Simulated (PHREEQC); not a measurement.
A solution holds 59 mmol/kgw HF, 22 mmol/kgw NH4HF2 and 160 mmol/kgw H2SO4, at 72 °C. Closed to the air; pH follows from the charge balance.

Computed with PHREEQC (ion-association model, phreeqc.dat).

Task: The ionic strength comes out as 0.182 mol/kgw. What activity coefficients do NH4SO4-, HSO4-, HF2-, H+, NH4+ get?

Result: NH4SO4- 0.73, HSO4- 0.73, HF2- 0.73, H+ 0.79, NH4+ 0.67.

No solid was allowed to form. Complexes and solids missing from the database can't appear. Constants without temperature data keep their 25 °C values here.
